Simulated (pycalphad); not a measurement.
All values are pycalphad results on the COST 507 light-alloy database (1999) (1 atm), not direct measurements. The database dates from 1999; later assessments differ in places, in temperatures and in the compounds included. Amounts are mole fractions of atoms.

Task: Give the equilibrium state of Al-0.42Mg-1.6Si (at.%) at 570 K.

Result: fcc, fraction 0.981, with 0.04 Mg, 0.05 Si at.%; diamond (Si), fraction 0.014, with no Mg, >99.99 Si at.%; MG2SI, fraction 0.006, with 66.7 Mg, 33.3 Si at.%.

Task: Give the equilibrium state of Al-0.42Mg-1.6Si (at.%) at 810 K.

Result: 
```
T = 810.00 K, P = 101325 Pa, N = 1 mol of atoms
G = -30828 J/mol, H = 14645 J/mol, S = 56.14 J/(mol K)  (SER reference)
chemical potentials (J/mol): Al -30826, Mg -65185, Si -21893
phase             fraction      x(Al)      x(Mg)      x(Si)
FCC_A1              0.9947     0.9850     0.0042     0.0107
DIAMOND_A4          0.0053   4.05e-07       none     1.0000
```

Database names, with the compositions (at.%) that they take in these runs: MG2SI: Mg 67 Si 33. FCC_A1 is fcc; DIAMOND_A4 is diamond (Si). An entry "none" or "no" means that the model of the phase leaves that element out.
